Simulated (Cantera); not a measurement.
A closed system holds: 1 mol CH3SiCl3, 1700 mol H2, at 0.510 bar.

Equilibrium computed with Cantera from the NASA thermochemical tables; the gas is ideal and each condensed phase is pure. Candidate condensed phases: C, C6H6, C7H8, C8H18, Si, SiC; 109 gas species. The feed counts by its element totals alone. Gases not in the tables: Si2H6 and higher silanes. Equilibrium is a limit: real reactors are often held back by kinetics, nucleation or transport.

**Question.** Which condensed phases are stable at each of these points (T (K)): 1950, 1975, 2000, 2025, 2050, 2075, 2100, 2125, 2150, 2175, 2200, 2225?

**Answer.** 
```csv
T (K),condensed phases,Si condensed (%)
1950,SiC(s),90.6
1975,SiC(s),88.6
2000,SiC(s),86.1
2025,SiC(s),82.8
2050,SiC(s),78.6
2075,SiC(s),73.2
2100,SiC(s),66.3
2125,SiC(s),57.5
2150,SiC(s),46.3
2175,SiC(s),32.3
2200,SiC(s),14.5
2225,gas only,0.0
```

From 1950 K to 2200 K the condensed part is SiC(s). At 2225 K nothing is condensed.
